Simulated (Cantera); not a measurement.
**Silicon epitaxy and polysilicon growth: SiHCl3 + HCl + H2**

Feed: 1 mol SiHCl3, 0.048 mol HCl, 14 mol H2, equilibrated at 750 Torr.

Cantera equilibrium calculation (NASA polynomials, part measured and part estimated; ideal gas, pure solids and liquids). Candidate condensed phases: Si; 19 gas species. The tables' values for SiCl3, SiCl are old estimates; treat these amounts as uncertain. Gases not in the tables: Si2H6 and higher silanes. Equilibrium is a limit: real reactors are often held back by kinetics, nucleation or transport.

| T (K) | log p H2 | log p HCl | log p SiCl2 | log p SiCl4 | log p SiHCl3 | log p SiCl3 | n Si(s) | n Si(l) |
|---|---|---|---|---|---|---|---|---|
| 850 | -0.03 | -2.71 | -5.32 | -1.52 | -1.61 | -4.35 | 0.139 | 0 |
| 925 | -0.03 | -2.36 | -4.53 | -1.52 | -1.63 | -3.83 | 0.150 | 0 |
| 1000 | -0.03 | -2.06 | -3.87 | -1.53 | -1.65 | -3.39 | 0.168 | 0 |
| 1075 | -0.03 | -1.81 | -3.31 | -1.55 | -1.67 | -3.03 | 0.193 | 0 |
| 1150 | -0.03 | -1.60 | -2.83 | -1.59 | -1.71 | -2.73 | 0.226 | 0 |
| 1225 | -0.04 | -1.43 | -2.43 | -1.65 | -1.77 | -2.49 | 0.262 | 0 |
| 1300 | -0.04 | -1.28 | -2.10 | -1.76 | -1.86 | -2.32 | 0.293 | 0 |
| 1375 | -0.05 | -1.18 | -1.84 | -1.92 | -1.99 | -2.21 | 0.312 | 0 |
| 1450 | -0.06 | -1.10 | -1.65 | -2.15 | -2.17 | -2.19 | 0.316 | 0 |
| 1525 | -0.06 | -1.05 | -1.53 | -2.45 | -2.41 | -2.23 | 0.310 | 0 |
| 1600 | -0.06 | -1.03 | -1.46 | -2.79 | -2.67 | -2.32 | 0.301 | 0 |
| 1675 | -0.07 | -1.02 | -1.41 | -3.15 | -2.94 | -2.44 | 0.291 | 0 |
| 1750 | -0.07 | -1.00 | -1.41 | -3.48 | -3.21 | -2.57 | 0 | 0.311 |
log p: log10 of the partial pressure in bar; n: condensed amount in mol.

From 850 K to 1675 K the condensed part is Si(s). At 1750 K the condensed part is Si(l). The main Si-bearing gas is SiCl4 at 850 K and SiCl2 at 1750 K. The share of Si in condensed phases is highest at 1450 K (31.6 %) and lowest at 850 K (13.9 %).
